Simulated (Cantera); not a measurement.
Mixture: 33.0 % H2, 11.0 % O2, 56.1 % N2, equivalence ratio 1.5, at 5.00 bar, adiabatic and at constant pressure. Ignition delay is the time to a rise of 400 K.

Cantera simulation using GRI-Mech 3.0 (53 species, 325 reactions); the numbers are that mechanism's predictions, not measurements. The hydrogen kinetics of GRI-Mech 3.0 are dated; newer H2 mechanisms differ, most at raised pressure.

Problem. At T0 = 1425 K, what is the delay, and which 5 reactions control it most (d ln τ / d ln k, from doubling and halving each rate constant)?

Solution. The delay is 4.54 µs.
```
reaction                d ln τ / d ln k   faster rate
----------------------  ---------------  ------------
H + O2 <=> O + OH                 -0.78   shortens it
H2 + O <=> H + OH                 -0.13   shortens it
H2 + OH <=> H + H2O               -0.07   shortens it
H + HO2 <=> H2 + O2               -0.05   shortens it
H + O2 + M <=> HO2 + M             0.05  lengthens it
```
